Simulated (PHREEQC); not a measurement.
Solution (25 °C): 130 mmol/kgw H2SO4, 0.12 mmol/kgw FeCl3 and 0.17 mmol/kgw CuCl2. Closed to the air; pH follows from the charge balance.

Model: ion-association model, phreeqc.dat, run in PHREEQC.

```json
[
 {"quantity": "pH", "before": "0.91", "after": "4.20"},
 {"quantity": "ionic strength (mol/kgw)", "before": "0.175", "after": "0.235"},
 {"quantity": "HSO4- (mol/kgw)", "before": "0.108", "after": "8.78e-5"},
 {"quantity": "SO4-2 (mol/kgw)", "before": "0.0222", "after": "0.0382"}
]
```

Problem. What was changed between the two runs?
A. diluted 100-fold with water
B. FeCl3 replaced by NaCl at the same molality
C. FeCl3 from 0.00012 to 0.0006 mol/kgw
D. diluted 5-fold with water
E. H2SO4 replaced by CdSO4 at the same molality

Solution. E, H2SO4 replaced by CdSO4 at the same molality

Precipitation was switched off in this run. Some of these states are supersaturated (in Fe(OH)3(a), Hematite (slow to form), for instance).
